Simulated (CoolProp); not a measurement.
R227EA along the isotherm 363.6 K: density (kg/m³) from the reference equation and from simpler models built on Tc = 374.9 K, pc = 2925 kPa, ω = 0.358; each cubic takes its own stable root.

The numbers come from the reference Helmholtz-energy equation of state, Lemmon 2016 in CoolProp.

```csv
p (kPa),phase,reference
13.9,gas,0.7832
28.5,gas,1.609
58.5,gas,3.316
120,gas,6.858
247,gas,14.37
507,gas,30.65
1040,gas,69.00
2140,gas,200.4
4390,liquid,1089
```

How far does each simpler model (van der Waals, Soave-Redlich-Kwong, Peng-Robinson) lie from the reference over these 9 states: mean and median of the absolute difference, and the worst?


- van der Waals: mean 5.5 %, median 0.6 %, worst -33.3 % at 363.6 K and 4390 kPa
- Soave-Redlich-Kwong: mean 1.9 %, median 0.1 %, worst -14.2 % at 363.6 K and 4390 kPa
- Peng-Robinson: mean 0.9 %, median 0.3 %, worst -4.0 % at 363.6 K and 4390 kPa
